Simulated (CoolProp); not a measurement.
Vapour-liquid equilibrium of propane (1) + R134a (2) at 0.39 MPa; x and y are mole fractions of (1).

Model: multi-fluid Helmholtz-energy mixture model, Lemmon 2009 and Tillner-Roth 1994; pair parameters Bell 2016, in CoolProp.

```csv
x,bubble temperature (K),y at the bubble point,dew temperature at overall composition x (K),liquid density (mol/L)
0.05,274.2,0.238,279.9,12.54
0.15,266.1,0.466,277.0,12.59
0.25,262.8,0.554,273.8,12.51
0.35,261.4,0.594,270.4,12.40
0.45,260.8,0.616,266.7,12.30
0.55,260.5,0.634,262.9,12.23
0.65,260.3,0.655,260.3,12.19
0.75,260.5,0.688,261.4,12.19
0.85,261.4,0.750,263.4,12.21
0.95,264.1,0.880,265.7,12.21
```

y crosses x between x = 0.65 and 0.75: the model has an azeotrope there.

The pair parameters rest on a limited set of measurements; away from them the model extrapolates. With so large a gap from Raoult's law the liquid may split in two, which this calculation doesn't test in full.
